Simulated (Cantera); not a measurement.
A perfectly stirred reactor is fed with CO : H2 : CH4 : O2 : N2 = 1 : 0.71 : 0.14 : 1.53 : 5.77 (molar parts), equivalence ratio 0.74, at 0.987 atm; it is adiabatic with a 325 K inlet, and is followed from long to short residence time, starting on the burning branch (τ in s: 0.041, 0.016, 0.006, 0.0023, 0.00087, 0.00033, 0.00013, 4.8e-05, 1.8e-05, 7e-06).

Cantera simulation using GRI-Mech 3.0 (53 species, 325 reactions); the numbers are that mechanism's predictions, not measurements.

x: mole fraction; the columns are a selection and need not sum to one.

```csv
τ (s),T (K),x CO,x H2,x CH4,x N2O,x HO2,x C2H4,x HCN
0.041,2087,0.00473,0.000811,1.55e-6,3.34e-7,1.99e-6,1.79e-11,1.12e-8
0.016,2058,0.00744,0.00130,2.94e-6,3.57e-7,2.72e-6,4.39e-11,1.06e-8
0.0060,2007,?,?,?,3.34e-7,?,9.71e-11,1.07e-8
0.0023,1935,?,?,?,?,?,2.12e-10,?
0.00087,1836,0.0249,0.00498,2.35e-5,2.35e-7,1.25e-5,5.37e-10,1.54e-8
0.00033,1707,0.0340,0.00680,5.73e-5,1.93e-7,1.99e-5,1.77e-9,1.94e-8
0.00013,1537,0.0498,0.00879,0.000185,1.57e-7,3.24e-5,9.93e-9,2.31e-8
4.8e-5,325,0.109,0.0776,0.0153,<1e-12,<1e-12,<1e-12,<1e-12
1.8e-5,325,0.109,0.0776,0.0153,<1e-12,<1e-12,<1e-12,<1e-12
7.0e-6,325,0.109,0.0776,0.0153,<1e-12,<1e-12,<1e-12,<1e-12
```

Q: Complete the blanks.

A: 
- 0.0060, x CO: 0.0118
- 0.0060, x H2: 0.00215
- 0.0060, x CH4: 5.66e-6
- 0.0060, x HO2: 4.39e-6
- 0.0023, x CO: 0.0176
- 0.0023, x H2: 0.00337
- 0.0023, x CH4: 1.11e-5
- 0.0023, x N2O: 2.85e-7
- 0.0023, x HO2: 7.45e-6
- 0.0023, x HCN: 1.23e-8
